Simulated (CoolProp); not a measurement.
A simple Rankine cycle with hexamethyldisiloxane (MM): condensing at 310.15 K, boiler at 0.788 MPa, turbine inlet 504.3 K, turbine efficiency 0.65, pump efficiency 0.6, no recuperator. Each further row changes one setting.

The numbers come from the reference Helmholtz-energy equation of state, Thol 2016 in CoolProp.

| case | thermal efficiency (%) | net work (kJ/kg) | heat in (kJ/kg) | turbine exit temperature (K) | volume ratio over the turbine |
|---|---|---|---|---|---|
| as stated | 11.6 | ___ | 550 | 462.5 | 88.8 |
| turbine inlet 524.3 K | 11.3 | 67.1 | 593 | ___ | 86.2 |
| condensing temperature 302.15 K | ___ | 69.4 | ___ | 459.5 | 129 |
| boiler pressure 0.552 MPa | 10.8 | 60.3 | ___ | 467.6 | ___ |
| turbine efficiency 0.55 | 9.8 | 53.8 | 550 | 467.7 | 89.8 |

Q: What belongs in the gaps?

A: 
- as stated, net work (kJ/kg): 63.9
- turbine inlet 524.3 K, turbine exit temperature (K): 482.8
- condensing temperature 302.15 K, thermal efficiency (%): 12.3
- condensing temperature 302.15 K, heat in (kJ/kg): 565
- boiler pressure 0.552 MPa, heat in (kJ/kg): 556
- boiler pressure 0.552 MPa, volume ratio over the turbine: 58.5
